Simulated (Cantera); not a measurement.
Input (Python, Cantera) and output of one run.

```python
import numpy as np
import cantera as ct

gas_names = """
    B BH BH2 BH3 BN BO BO2 B2 B2O B2O2 B2O3 B3O3H3 H HBO HBO2 HNO HNO2 HNO3 HO2 H2 H2O H2O2 H3B3O6 N NH
    NH2 NH3 NH2OH NO NO2 NO3 N2 N2H2 N2H4 N2O O OH O2 O3
""".split()
cond_names = """
    B(b) B(L) BN(s) B2O3(L) B3O3H3(cr) H2O(s) H2O(L)
""".split()


# ... load() reads the species with a 1 bar reference pressure and builds the phases ...
atoms = {
    'borazine': {'B': 3, 'N': 3, 'H': 6},
    'N2': {'N': 2},
    'H2': {'H': 2},
    'O2': {'O': 2},
}
top_T = {'BN(s)': 3200}  # K; cautious upper limits of use, not melting points


# ... equilibrate(T, P, feed) seeds the gas with the atoms and calls Mixture.equilibrate('TP', solver="vcs", rtol=1e-11, max_steps=5000) ...
results = []
P = 10000  # Pa
for T in [775, 925, 1075, 1225, 1375, 1525, 1675, 1825, 1975, 2125, 2275]:
    for m in [22, 26, 31, 37, 45, 54, 65, 78, 93, 110, 130, 160]:
        feed = {'borazine': 1, 'N2': 26, 'H2': m, 'O2': 0.088}  # mol
        mix = equilibrate(T, P, feed)
        results.append((T, P, feed, dict(zip(mix.species_names, mix.species_moles))))

for T, P, feed, n in results:
    print(f"{T:7g} {feed['H2']:10.4g}  " + (" + ".join(c for c in cond_names if n.get(c, 0) > 1e-12) or "gas only"))
```

Result:

```
    775         22  BN(s) + B2O3(L)
    775         26  BN(s) + B2O3(L)
    775         31  BN(s) + B2O3(L)
    775         37  BN(s) + B2O3(L)
    775         45  BN(s) + B2O3(L)
    775         54  BN(s)
    775         65  BN(s)
    775         78  BN(s)
    775         93  BN(s)
    775        110  BN(s)
    775        130  BN(s)
    775        160  BN(s)
    925         22  BN(s) + B2O3(L)
    925         26  BN(s) + B2O3(L)
    925         31  BN(s) + B2O3(L)
    925         37  BN(s) + B2O3(L)
    925         45  BN(s) + B2O3(L)
    925         54  BN(s)
    925         65  BN(s)
    925         78  BN(s)
    925         93  BN(s)
    925        110  BN(s)
    925        130  BN(s)
    925        160  BN(s)
   1075         22  BN(s) + B2O3(L)
   1075         26  BN(s) + B2O3(L)
   1075         31  BN(s) + B2O3(L)
   1075         37  BN(s) + B2O3(L)
   1075         45  BN(s) + B2O3(L)
   1075         54  BN(s) + B2O3(L)
   1075         65  BN(s)
   1075         78  BN(s)
   1075         93  BN(s)
   1075        110  BN(s)
   1075        130  BN(s)
   1075        160  BN(s)
   1225         22  BN(s) + B2O3(L)
   1225         26  BN(s) + B2O3(L)
   1225         31  BN(s) + B2O3(L)
   1225         37  BN(s) + B2O3(L)
   1225         45  BN(s) + B2O3(L)
   1225         54  BN(s)
   1225         65  BN(s)
   1225         78  BN(s)
   1225         93  BN(s)
   1225        110  BN(s)
   1225        130  BN(s)
   1225        160  BN(s)
   1375         22  BN(s) + B2O3(L)
   1375         26  BN(s)
   1375         31  BN(s)
   1375         37  BN(s)
   1375         45  BN(s)
   1375         54  BN(s)
   1375         65  BN(s)
   1375         78  BN(s)
   1375         93  BN(s)
   1375        110  BN(s)
   1375        130  BN(s)
   1375        160  BN(s)
   1525         22  BN(s)
   1525         26  BN(s)
   1525         31  BN(s)
   1525         37  BN(s)
   1525         45  BN(s)
   1525         54  BN(s)
   1525         65  BN(s)
   1525         78  BN(s)
   1525         93  BN(s)
   1525        110  BN(s)
   1525        130  BN(s)
   1525        160  BN(s)
   1675         22  BN(s)
   1675         26  BN(s)
   1675         31  BN(s)
   1675         37  BN(s)
   1675         45  BN(s)
   1675         54  BN(s)
   1675         65  BN(s)
   1675         78  BN(s)
   1675         93  BN(s)
   1675        110  BN(s)
   1675        130  BN(s)
   1675        160  BN(s)
   1825         22  BN(s)
   1825         26  BN(s)
   1825         31  BN(s)
   1825         37  BN(s)
   1825         45  BN(s)
   1825         54  BN(s)
   1825         65  BN(s)
   1825         78  BN(s)
   1825         93  BN(s)
   1825        110  BN(s)
   1825        130  BN(s)
   1825        160  BN(s)
   1975         22  BN(s)
   1975         26  BN(s)
   1975         31  BN(s)
   1975         37  BN(s)
   1975         45  BN(s)
   1975         54  BN(s)
   1975         65  BN(s)
   1975         78  BN(s)
   1975         93  BN(s)
   1975        110  BN(s)
   1975        130  BN(s)
   1975        160  BN(s)
   2125         22  BN(s)
   2125         26  BN(s)
   2125         31  BN(s)
   2125         37  BN(s)
   2125         45  BN(s)
   2125         54  BN(s)
   2125         65  BN(s)
   2125         78  BN(s)
   2125         93  BN(s)
   2125        110  BN(s)
   2125        130  BN(s)
   2125        160  BN(s)
   2275         22  BN(s)
   2275         26  BN(s)
   2275         31  BN(s)
   2275         37  BN(s)
   2275         45  BN(s)
   2275         54  BN(s)
   2275         65  BN(s)
   2275         78  BN(s)
   2275         93  BN(s)
   2275        110  BN(s)
   2275        130  BN(s)
   2275        160  BN(s)
```

These are equilibrium values from Cantera (NASA tables, ideal gas, pure condensed phases), not measurements of a reactor. The feed counts by its element totals alone. Mutual solubility and eutectic melting of coexisting phases are not modelled.
